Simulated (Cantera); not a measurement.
Charge: 1 mol CH3F, 0.044 mol HCl, 5.7 mol H2, held at 3275 K and 4.00 mbar.

Method: chemical equilibrium by Gibbs-energy minimisation in Cantera with the NASA 1993 tables (ideal gas, pure condensed phases). Candidate condensed phases: C, C6H6, C7H8, C8H18; 118 gas species. Equilibrium is a limit: real reactors are often held back by kinetics, nucleation or transport.

Base state: H 0.863, HF 0.0496, C 0.0275, H2 0.0254, F 0.0165, C3 0.00882, C2 0.00477, Cl 0.00281 (mole fractions); condensed: gas only.

### Question
What changes in the equilibrium state with this change: HCl from 0.044 to 0.35 mol?

### Answer
```csv
species,before,after
H,0.863,0.848
HF,0.0496,0.0475
C,0.0275,0.0270
Cl,0.00281,0.0215
H2,0.0254,0.0245
F,0.0165,0.0161
HCl,0.000123,0.000928
C5,1.36e-5,1.23e-5
C4,1.22e-5,1.13e-5
```

### Question
What changes in the equilibrium state with this change: temperature from 3275 K to 2725 K?

### Answer
| species | before | after |
|---|---|---|
| H | 0.863 | 0.564 |
| H2 | 0.0254 | 0.326 |
| HF | 0.0496 | 0.0913 |
| C | 0.0275 | 0.000709 |
| F | 0.0165 | 0.000564 |
| C4H2 | 2.72e-7 | 9.01e-5 |
| C2H2 (acetylene) | 0.000128 | 0.00841 |
| CF | 0.000636 | 3.46e-5 |
| C2H2 (vinylidene) | 7.22e-7 | 1.31e-5 |
| C(graphite), mol | 0 | 0.662 |
